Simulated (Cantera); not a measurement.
A perfectly stirred reactor is fed with 7.05 % CH₄, 19.6 % O₂, 73.3 % N₂, equivalence ratio 0.72, at 5.00 bar; it is adiabatic with a 475 K inlet, and is followed from long to short residence time, starting on the burning branch (τ in s: 0.075, 0.034, 0.015, 0.0068, 0.003, 0.0014, 0.00061, 0.00027, 0.00012, 5.5e-05).

Computed with Cantera and GRI-Mech 3.0 (53 species, 325 reactions).

**Question.** Predict: blow-out, bracketed by the residence times tried; x(CH₄) at τ = 75.0 ms; x(O₂) at τ = 75.0 ms; x(CH₃) at τ = 75.0 ms; x(N₂O) at τ = 75.0 ms; x(CH₄) at τ = 1.40 ms; x(O₂) at τ = 1.40 ms; x(CH₃) at τ = 1.40 ms; x(N₂O) at τ = 1.40 ms; x(C₂H₆) at τ = 1.40 ms.

**Answer.** 
```
Item                                                                              Result
------------------------------------------------  --------------------------------------
blow-out, bracketed by the residence times tried  burning at 55.0 µs, the shortest tried
x(CH₄) at τ = 75.0 ms                                                            3.02e-6
x(O₂) at τ = 75.0 ms                                                              0.0547
x(CH₃) at τ = 75.0 ms                                                            9.62e-7
x(N₂O) at τ = 75.0 ms                                                            5.23e-7
x(CH₄) at τ = 1.40 ms                                                            6.69e-5
x(O₂) at τ = 1.40 ms                                                              0.0556
x(CH₃) at τ = 1.40 ms                                                            2.00e-5
x(N₂O) at τ = 1.40 ms                                                            1.36e-6
x(C₂H₆) at τ = 1.40 ms                                                           5.39e-9
```
